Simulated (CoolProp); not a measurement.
Vapour-liquid equilibrium of R114 (1) + benzene (2) at 0.601 MPa; x and y are mole fractions of (1).

Model: multi-fluid Helmholtz-energy mixture model, Platzer 1990 and Thol 2012; pair parameters Bell 2016, in CoolProp. This equation is an older, rougher fit; its heat capacities, sound speeds and derivatives of the liquid may be far off and weren't checked against measurements.

```tsv
x	bubble temperature (K)	y at the bubble point	dew temperature at overall composition x (K)	liquid density (mol/L)
0.05	406.0	0.330	422.1	9.442
0.125	386.1	0.593	418.2	9.508
0.2	373.4	0.718	413.9	9.462
0.275	365.2	0.785	409.5	9.354
0.35	359.5	0.826	404.7	9.210
0.425	355.3	0.855	399.5	9.049
0.5	351.9	0.877	393.9	8.879
0.575	348.9	0.896	387.7	8.706
0.65	346.3	0.913	380.7	8.534
0.725	343.8	0.930	372.6	8.365
0.8	341.3	0.947	363.2	8.202
0.875	338.8	0.966	352.2	8.045
0.95	336.3	0.986	340.9	7.896
```

No azeotrope shows between x = 0.05 and 0.95.

Pair parameters are fitted to limited data, so mixtures are less certain than the pure fluids.
